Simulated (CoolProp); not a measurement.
Toluene along the isobar 182 bar: Z from the reference equation and from simpler models built on Tc = 318.6 °C, pc = 41.26 bar, ω = 0.266; each cubic takes its own stable root.

Computed with CoolProp (reference Helmholtz-energy equation of state, Lemmon 2006). It is a short technical equation, of lower accuracy than the large ones.

```
T (°C)   phase  reference  van der Waals  Redlich-Kwong  Soave-Redlich-Kwong  Peng-Robinson
------  ------  ---------  -------------  -------------  -------------------  -------------
-58.35  liquid     0.9903          1.687          1.149                1.140          1.019
-47.25  liquid     0.9516          1.614          1.100                1.091         0.9746
-36.15  liquid     0.9166          1.548          1.057                1.046         0.9346
-25.05  liquid     0.8848          1.488          1.017                1.006         0.8984
-13.95  liquid     0.8559          1.434         0.9816               0.9696         0.8656
-2.85   liquid     0.8295          1.384         0.9491               0.9364         0.8357
8.25    liquid     0.8054          1.338         0.9194               0.9062         0.8085
19.35   liquid     0.7832          1.296         0.8924               0.8785         0.7836
30.45   liquid     0.7628          1.257         0.8675               0.8532         0.7608
41.55   liquid     0.7440          1.222         0.8448               0.8300         0.7398
52.65   liquid     0.7267          1.188         0.8239               0.8087         0.7206
63.75   liquid     0.7107          1.158         0.8047               0.7891         0.7030
74.85   liquid     0.6960          1.129         0.7870               0.7711         0.6868
85.95   liquid     0.6824          1.102         0.7708               0.7546         0.6719
97.05   liquid     0.6698          1.078         0.7558               0.7394         0.6582
```
